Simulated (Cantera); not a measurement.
Charge: 1 mol B, 4.2 mol N₂, a varied amount of H₂, equilibrated at 1350 K and 133 Pa.

Equilibrium computed with Cantera from the NASA thermochemical tables; the gas is ideal and each condensed phase is pure. Candidate condensed phases: B, BN; 15 gas species. N₂ is the only nitrogen source here; it is nearly inert below about 1500 K, so the nitride shown seldom forms there in practice. Equilibrium is a limit: real reactors are often held back by kinetics, nucleation or transport.

x: gas mole fraction; n: condensed amount in mol.

```
n(H₂) (mol)   x H₂    x N₂      x H    x NH₃     x BH₂  n BN(s)
-----------  -----  ------  -------  -------  --------  -------
0.64         0.147   0.853  2.51e-5  7.13e-9  6.12e-11     1.00
1.3              ?       ?        ?        ?  1.16e-10     1.00
2.5          0.403   0.597  4.14e-5  2.70e-8  2.00e-10     1.00
4.9              ?       ?        ?        ?  3.33e-10     1.00
9.7          0.724   0.276  5.55e-5  4.41e-8  5.28e-10     1.00
19           0.837   0.163  5.97e-5  4.22e-8  7.95e-10     1.00
38           0.911  0.0887  6.23e-5  3.53e-8   1.17e-9     1.00
75           0.953  0.0470  6.37e-5  2.75e-8   1.68e-9     1.00
150          0.976  0.0241  6.45e-5  2.04e-8   2.41e-9     1.00
```

Question: Fill in the missing entries.

Answer: 
- 4.9, x H₂: 0.570
- 4.9, x N₂: 0.430
- 4.9, x H: 4.93e-5
- 4.9, x NH₃: 3.85e-8
- 1.3, x H₂: 0.260
- 1.3, x N₂: 0.740
- 1.3, x H: 3.33e-5
- 1.3, x NH₃: 1.56e-8
